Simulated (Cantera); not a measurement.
Input: 1 mol SiHCl3, 0.018 mol Cl2, a varied amount of N2, at 600 °C and 7.50 Torr.

These are equilibrium values from Cantera (NASA tables, ideal gas, pure condensed phases), not measurements of a reactor. Candidate condensed phases: NH4Cl, Si, Si3N4; 28 gas species. N2 is the only nitrogen source here; it is nearly inert below about 1500 K, so the nitride shown seldom forms there in practice. Equilibrium is a limit: real reactors are often held back by kinetics, nucleation or transport.

Question: At 4.9 mol N2, list the 5 most abundant gas species with their mole fractions, and the condensed phases.

Answer: N2 0.761, HCl 0.126, SiCl4 0.0937, H2 0.0195, SiHCl3 3.10e-5. Condensed: Si3N4(s).
